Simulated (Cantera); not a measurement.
## SiCl4 + Cl2 + H2 (chlorosilane synthesis and conversion)

Feed: 1 mol SiCl4, 1.5 mol Cl2, 14 mol H2, held at 75.0 Torr.

Method: chemical equilibrium by Gibbs-energy minimisation in Cantera with the NASA 1993 tables (ideal gas, pure condensed phases). Candidate condensed phases: Si; 19 gas species. The tables' values for SiCl3 are old estimates; treat these amounts as uncertain. Kinetics and transport are ignored.

```json
[
 {"T (K)": "675", "log p H2": "-1.12", "log p HCl": "-1.74", "log p SiCl4": "-2.22", "log p SiCl2": "<-13", "log p SiCl3": "-9.38", "log p SiHCl3": "-5.48", "log p SiH2Cl2": "-9.95"},
 {"T (K)": "775", "log p H2": "-1.12", "log p HCl": "-1.74", "log p SiCl4": "-2.22", "log p SiCl2": "-10.86", "log p SiCl3": "-7.61", "log p SiHCl3": "-4.79", "log p SiH2Cl2": "-8.47"},
 {"T (K)": "875", "log p H2": "-1.12", "log p HCl": "-1.74", "log p SiCl4": "-2.22", "log p SiCl2": "-8.54", "log p SiCl3": "-6.26", "log p SiHCl3": "-4.26", "log p SiH2Cl2": "-7.34"},
 {"T (K)": "975", "log p H2": "-1.12", "log p HCl": "-1.74", "log p SiCl4": "-2.23", "log p SiCl2": "-6.71", "log p SiCl3": "-5.20", "log p SiHCl3": "-3.86", "log p SiH2Cl2": "-6.46"},
 {"T (K)": "1075", "log p H2": "-1.12", "log p HCl": "-1.73", "log p SiCl4": "-2.24", "log p SiCl2": "-5.25", "log p SiCl3": "-4.35", "log p SiHCl3": "-3.54", "log p SiH2Cl2": "-5.77"},
 {"T (K)": "1175", "log p H2": "-1.13", "log p HCl": "-1.72", "log p SiCl4": "-2.28", "log p SiCl2": "-4.09", "log p SiCl3": "-3.68", "log p SiHCl3": "-3.31", "log p SiH2Cl2": "-5.23"},
 {"T (K)": "1275", "log p H2": "-1.13", "log p HCl": "-1.69", "log p SiCl4": "-2.38", "log p SiCl2": "-3.23", "log p SiCl3": "-3.21", "log p SiHCl3": "-3.22", "log p SiH2Cl2": "-4.91"},
 {"T (K)": "1375", "log p H2": "-1.15", "log p HCl": "-1.64", "log p SiCl4": "-2.61", "log p SiCl2": "-2.71", "log p SiCl3": "-2.99", "log p SiHCl3": "-3.32", "log p SiH2Cl2": "-4.86"}
]
```
log p: log10 of the partial pressure in bar; nothing condenses.

From 675 K to 1375 K nothing is condensed. The main Si-bearing gas is SiCl4 throughout.
